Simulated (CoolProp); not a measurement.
Properties of carbonyl sulfide at several states (Tc = 105.6 °C, pc = 6.369 MPa, ω = 0.098).

Values from CoolProp's reference Helmholtz-energy equation of state, Lemmon 2006. It is a short technical equation, of lower accuracy than the large ones.

```csv
T (°C),p (MPa),phase,density (kg/m³),Joule-Thomson coefficient (K/MPa)
97.75,1.37,gas,29.06,12.51
-26.05,0.0621,gas,1.838,33.24
-16.95,1.33,liquid,1102,-0.3311
248.35,0.0562,gas,0.7795,5.679
23.45,17.6,liquid,1048,-0.2791
```
